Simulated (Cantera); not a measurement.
# Dilute partial oxidation

An isothermal, constant-pressure homogeneous reactor starts with CH4 : O2 : N2 = 0.0046 : 0.015 : 1 (molar parts), equivalence ratio 0.61, at 1250 K and 7500 Torr.

Detailed kinetics in Cantera: GRI-Mech 3.0 (53 species, 325 reactions).

```csv
t (s),x CH4,x O2,x HO2,x NO,x CH3,x CH2CO
2.00e-5,0.00451,0.0147,1.58e-9,<1e-12,1.99e-9,<1e-12
6.54e-5,0.00451,0.0147,5.04e-9,<1e-12,6.95e-9,<1e-12
0.000214,0.00451,0.0147,1.52e-8,<1e-12,2.71e-8,<1e-12
0.000700,0.00451,0.0147,3.84e-8,<1e-12,1.32e-7,<1e-12
0.00229,0.00451,0.0147,6.50e-8,<1e-12,5.87e-7,1.03e-12
0.00749,0.00450,0.0147,1.33e-7,<1e-12,9.73e-7,1.78e-10
0.0245,0.00437,0.0146,6.07e-7,<1e-12,2.23e-6,4.73e-8
0.0801,<1e-12,0.00586,1.51e-6,1.50e-8,<1e-12,<1e-12
0.262,<1e-12,0.00569,1.54e-8,2.67e-8,<1e-12,<1e-12
0.857,<1e-12,0.00569,8.78e-10,2.87e-8,<1e-12,<1e-12
2.80,<1e-12,0.00569,8.16e-10,2.88e-8,<1e-12,<1e-12
9.17,<1e-12,0.00569,8.16e-10,2.89e-8,<1e-12,<1e-12
30.0,<1e-12,0.00569,8.16e-10,2.92e-8,<1e-12,<1e-12
```
x: mole fraction; the columns are a selection and need not sum to one.

Equilibrium at this temperature and pressure: CH4 <1e-12, O2 0.00566, HO2 8.13e-10, NO 5.20e-5, CH3 <1e-12, CH2CO <1e-12 (gas phase only).
